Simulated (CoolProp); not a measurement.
R134a at 341.98 K and 1.17 MPa flows at 0.29 m/s in a round tube of 25 mm bore and 15 µm roughness, fully developed (64/Re and Nu = 3.66 if laminar; Colebrook and Gnielinski if turbulent). Each further row changes one setting.

Computed with CoolProp (reference Helmholtz-energy equation of state, Tillner-Roth 1994).

```
case               Reynolds number  Darcy friction factor  pressure drop (Pa/m)  heat-transfer coefficient (W/(m² K))  mass flow (kg/h)
-----------------  ---------------  ---------------------  --------------------  ------------------------------------  ----------------
as stated                    26600                 0.0256                  2.16                                  52.5              25.6
velocity 0.58 m/s            53100                 0.0226                  7.62                                  94.1              51.3
diameter 50 mm               53100                 0.0217                 0.912                                  44.9               103
```

Viscosity comes from a separate model (Huber 2003), an estimate that may be off by 10 % or more. Thermal conductivity comes from a separate model (McLinden 2000), an estimate that may be off by 10 % or more.
